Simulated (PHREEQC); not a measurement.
**Spent oxide etchant (model solution)**

Dissolve 69 mmol/kgw NH4HF2, 110 mmol/kgw (NH4)2SiF6, 6.2 mmol/kgw HBF4 and 13 mmol/kgw H2SO4 at 55 °C. Closed to the air; pH follows from the charge balance.

Computed with PHREEQC (ion-association model, phreeqc.dat).

Each row changes one thing in this solution. Precipitation was switched off in this run.

```json
[
 {"case": "as made", "pH": "2.71", "ionic strength (mol/kgw)": "0.404", "HF (mol/kgw)": "0.0870", "F- (mol/kgw)": "0.0293", "HF2- (mol/kgw)": "0.0109", "SO4-2 (mol/kgw)": "0.00745"},
 {"case": "temperature from 55 to 85 °C", "pH": "2.96", "ionic strength (mol/kgw)": "0.404", "HF (mol/kgw)": "0.0884", "F- (mol/kgw)": "0.0289", "HF2- (mol/kgw)": "0.0104", "SO4-2 (mol/kgw)": "0.00761"},
 {"case": "(NH4)2SiF6 from 0.11 to 0.022 mol/kgw", "pH": "2.79", "ionic strength (mol/kgw)": "0.142", "HF (mol/kgw)": "0.0871", "F- (mol/kgw)": "0.0290", "HF2- (mol/kgw)": "0.0110", "SO4-2 (mol/kgw)": "0.00841"},
 {"case": "0.035 mol/kgw H3PO4 added", "pH": "2.34", "ionic strength (mol/kgw)": "0.407", "HF (mol/kgw)": "0.108", "F- (mol/kgw)": "?", "HF2- (mol/kgw)": "0.00712", "SO4-2 (mol/kgw)": "0.00686"},
 {"case": "H2SO4 from 0.013 to 0.0026 mol/kgw", "pH": "3.03", "ionic strength (mol/kgw)": "0.401", "HF (mol/kgw)": "0.0662", "F- (mol/kgw)": "0.0460", "HF2- (mol/kgw)": "0.0129", "SO4-2 (mol/kgw)": "0.00153"},
 {"case": "(NH4)2SiF6 left out", "pH": "2.82", "ionic strength (mol/kgw)": "0.0769", "HF (mol/kgw)": "0.0871", "F- (mol/kgw)": "0.0289", "HF2- (mol/kgw)": "0.0110", "SO4-2 (mol/kgw)": "?"},
 {"case": "diluted 5-fold with water", "pH": "2.96", "ionic strength (mol/kgw)": "0.0825", "HF (mol/kgw)": "0.0181", "F- (mol/kgw)": "0.00825", "HF2- (mol/kgw)": "?", "SO4-2 (mol/kgw)": "0.00189"},
 {"case": "HBF4 left out", "pH": "2.81", "ionic strength (mol/kgw)": "0.404", "HF (mol/kgw)": "0.0806", "F- (mol/kgw)": "0.0340", "HF2- (mol/kgw)": "0.0117", "SO4-2 (mol/kgw)": "0.00755"}
]
```

Question: Fill in the missing entries.

Answer: 
- 0.035 mol/kgw H3PO4 added, F- (mol/kgw): 0.0155
- (NH4)2SiF6 left out, SO4-2 (mol/kgw): 0.00887
- diluted 5-fold with water, HF2- (mol/kgw): 0.000653

At this temperature some constants are extrapolated from 25 °C, and those without enthalpy data are left unchanged. SiF6-2 is the database's only silicon fluoride. Real BF4- forms and hydrolyses slowly; the run takes it at equilibrium.
